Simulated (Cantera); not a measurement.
Cantera run:

```python
import numpy as np
import cantera as ct

gas_names = """
    AL ALCL ALCL2 ALCL3 ALH ALN AL2 AL2CL6 CL CL2 H HCL H2 N NH NH2 NH3 N2 N2H2 N2H4
""".split()
cond_names = """
    AL(cr) AL(L) ALCL3(s) ALCL3(L) ALN(s) NH4CL(a) NH4CL(b)
""".split()


# ... load() reads the species with a 1 bar reference pressure and builds the phases ...
atoms = {
    'AlCl3': {'AL': 1, 'CL': 3},
    'NH3': {'N': 1, 'H': 3},
    'N2': {'N': 2},
}
top_T = {'ALN(s)': 2750}  # K; cautious upper limits of use, not melting points


# ... equilibrate(T, P, feed) seeds the gas with the atoms and calls Mixture.equilibrate('TP', solver="vcs", rtol=1e-11, max_steps=5000) ...
results = []
feed = {'AlCl3': 1, 'NH3': 4.7, 'N2': 680}  # mol
P = 133.322  # Pa
for T in [1598, 1673, 1748, 1823, 1898, 1973, 2048, 2123, 2198]:
    mix = equilibrate(T, P, feed)
    results.append((T, P, feed, dict(zip(mix.species_names, mix.species_moles))))
    x = sorted(zip(gas.X, gas.species_names), reverse=True)
    print(f"T = {T:g} K  P = {P:g} Pa  gas = {mix.phase_moles(0):.4g} mol")
    print("   x: " + "  ".join(f"{s} {v:.3e}" for v, s in x if v > 1e-05))
    print("   condensed (mol): " + ("  ".join(f"{mix.phase(i).name} {mix.phase_moles(i):.4g}"
          for i in range(1, mix.n_phases) if mix.phase_moles(i) > 1e-12) or "none"))
```

Result:

```
T = 1598 K  P = 133.322 Pa  gas = 691.4 mol
   x: N2 9.869e-01  H2 8.731e-03  HCL 2.794e-03  ALCL 1.390e-03  H 1.362e-04  ALCL2 4.723e-05  CL 3.448e-05
   condensed (mol): none
T = 1673 K  P = 133.322 Pa  gas = 691.5 mol
   x: N2 9.867e-01  H2 8.658e-03  HCL 2.784e-03  ALCL 1.411e-03  H 2.902e-04  CL 7.288e-05  ALCL2 3.072e-05
   condensed (mol): none
T = 1748 K  P = 133.322 Pa  gas = 691.6 mol
   x: N2 9.866e-01  H2 8.539e-03  HCL 2.730e-03  ALCL 1.421e-03  H 5.782e-04  CL 1.426e-04  ALCL2 2.033e-05
   condensed (mol): none
T = 1823 K  P = 133.322 Pa  gas = 691.9 mol
   x: N2 9.863e-01  H2 8.336e-03  HCL 2.624e-03  ALCL 1.424e-03  H 1.083e-03  CL 2.601e-04  ALCL2 1.363e-05
   condensed (mol): none
T = 1898 K  P = 133.322 Pa  gas = 692.2 mol
   x: N2 9.857e-01  H2 8.001e-03  HCL 2.453e-03  H 1.915e-03  ALCL 1.418e-03  CL 4.432e-04  AL 1.686e-05
   condensed (mol): none
T = 1973 K  P = 133.322 Pa  gas = 692.8 mol
   x: N2 9.850e-01  H2 7.474e-03  H 3.195e-03  HCL 2.210e-03  ALCL 1.401e-03  CL 7.061e-04  AL 3.585e-05
   condensed (mol): none
T = 2048 K  P = 133.322 Pa  gas = 693.5 mol
   x: N2 9.839e-01  H2 6.705e-03  H 5.022e-03  HCL 1.900e-03  ALCL 1.364e-03  CL 1.053e-03  AL 7.335e-05
   condensed (mol): none
T = 2123 K  P = 133.322 Pa  gas = 694.5 mol
   x: N2 9.825e-01  H 7.403e-03  H2 5.677e-03  HCL 1.543e-03  CL 1.477e-03  ALCL 1.294e-03  AL 1.435e-04
   condensed (mol): none
T = 2198 K  P = 133.322 Pa  gas = 695.7 mol
   x: N2 9.808e-01  H 1.018e-02  H2 4.455e-03  CL 1.959e-03  HCL 1.178e-03  ALCL 1.172e-03  AL 2.639e-04
   condensed (mol): none
```

Cantera equilibrium calculation (NASA polynomials, part measured and part estimated; ideal gas, pure solids and liquids). The tables' values for AlCl2 are old estimates; treat these amounts as uncertain.
